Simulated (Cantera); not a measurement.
# Ammonia decomposition in nitride growth gas

A perfectly stirred reactor is fed with 23.3 % NH3, 76.7 % N2, at 100000 Pa; it is held at 1600 K, and followed from long to short residence time.

Computed with Cantera and the gas-phase N/H chemistry of the illustrative SiF4/NH3 mechanism in the Surface Chemkin manual (1991). Walls and surfaces, which speed up NH3 decomposition in real reactors, are not modelled.

```csv
τ (s),x NH3,x H,x NH,x N2,x NH2
0.96,0.203,3.25e-6,2.53e-7,0.761,4.43e-5
0.56,0.214,2.10e-6,2.49e-7,0.763,4.70e-5
0.33,0.221,1.33e-6,2.37e-7,0.765,4.91e-5
0.19,0.226,8.06e-7,2.19e-7,0.766,5.08e-5
0.11,0.228,4.85e-7,2.00e-7,0.767,5.20e-5
0.064,0.230,2.91e-7,1.82e-7,0.767,5.27e-5
0.037,0.231,1.72e-7,1.68e-7,0.767,5.27e-5
0.022,0.232,1.05e-7,1.55e-7,0.767,5.21e-5
0.013,0.232,6.34e-8,1.43e-7,0.767,5.05e-5
0.0074,0.232,3.73e-8,1.28e-7,0.767,4.75e-5
0.0043,0.232,2.25e-8,1.07e-7,0.767,4.25e-5
```
x: mole fraction; the columns are a selection and need not sum to one.
